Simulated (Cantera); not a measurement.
Feed: 1 mol SiCl4, 1.7 mol Cl2, 0.87 mol H2, at 1675 K and 6.30 bar.

Equilibrium computed with Cantera from the NASA thermochemical tables; the gas is ideal and each condensed phase is pure. Candidate condensed phases: Si; 19 gas species. The tables' values for SiCl3 are old estimates; treat these amounts as uncertain. Kinetics and transport are ignored.

Base state: HCl 0.480, SiCl4 0.276, Cl2 0.213, Cl 0.0309, SiCl3 6.76e-5 (mole fractions); condensed: gas only.

What changes in the equilibrium state with this change: pressure from 6.30 bar to 0.210 bar?


```
species   before     after
-------  -------  --------
HCl        0.480     0.453
SiCl4      0.276     0.260
Cl2        0.213     0.146
Cl        0.0309     0.140
SiCl3    6.76e-5  0.000422
```
